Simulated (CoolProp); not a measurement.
Saturation properties of normal hydrogen (Tc = -240.0 °C, pc = 1.296 MPa, ω = -0.219).

Values from CoolProp's reference Helmholtz-energy equation of state, Leachman 2009.

| T (°C) | p (MPa) | enthalpy of vaporisation (kJ/kg) | liquid cp (kJ/(kg K)) | surface tension (mN/m) | liquid conductivity (mW/(m K)) |
|---|---|---|---|---|---|
| -250.25 | 0.1995 | 432.0 | 11.41 | 1.48 | 103 |
| -249.45 | 0.2410 | 424.4 | (withheld) | (withheld) | 103 |
| -248.65 | 0.2883 | 415.5 | 12.79 | 1.21 | 103 |
| -247.85 | 0.3418 | 405.1 | 13.63 | 1.08 | 102 |
| -247.05 | 0.4019 | 393.2 | 14.62 | 0.945 | 101 |
| -246.25 | 0.4690 | 379.3 | 15.82 | 0.816 | (withheld) |
| -245.55 | 0.5338 | 365.5 | 17.11 | 0.705 | (withheld) |
| -244.75 | 0.6154 | 347.3 | 18.98 | 0.581 | 98.0 |
| -243.95 | 0.7054 | 326.1 | 21.53 | 0.460 | 96.5 |
| -243.15 | 0.8043 | 300.9 | 25.28 | 0.345 | 94.6 |
| -242.35 | 0.9129 | 270.2 | 31.49 | 0.238 | 92.6 |
| -241.65 | 1.016 | 236.4 | 41.86 | (withheld) | 90.7 |
| -240.85 | 1.145 | (withheld) | 75.85 | (withheld) | 89.8 |

Task: Fill in the missing entries.

Result: 
- -249.45, liquid cp (kJ/(kg K)): 12.06
- -249.45, surface tension (mN/m): 1.34
- -246.25, liquid conductivity (mW/(m K)): 100
- -245.55, liquid conductivity (mW/(m K)): 99.4
- -241.65, surface tension (mN/m): 0.153
- -240.85, enthalpy of vaporisation (kJ/kg): 182.5
- -240.85, surface tension (mN/m): 0.0734

It boils at -252.8 °C under 1 atm.

Thermal conductivity comes from a separate model (Assael 2011). Surface tension comes from a separate correlation (Mulero 2012).
